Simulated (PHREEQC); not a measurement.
0.26 g of hydrous ferric oxide (600 m²/g; 0.2 weak and 0.005 strong sites per Fe, Dzombak-Morel constants, diffuse double layer) in 1 kg of water with 0.005 mol/kgw of an inert sodium salt and 0.015 mmol/kgw Na2HAsO4, at 25 °C; the pH is set by adding NaOH or the inert anion's acid. Oxygen alone is held at its pressure in air (log pO2 = -0.68). No CO2 enters from the air. Nothing may precipitate in this run.

The series has 13 steps of pH, from 3 to 11.

All values are PHREEQC results (ion-association model, wateq4f.dat), not measurements.

Near which pH is half of the As sorbed, and on which side is more sorbed?

Near pH 10.0, with more sorbed at lower pH.

Complexes and solids missing from the database can't appear. The oxide is taken as insoluble; below pH 4 it would dissolve.
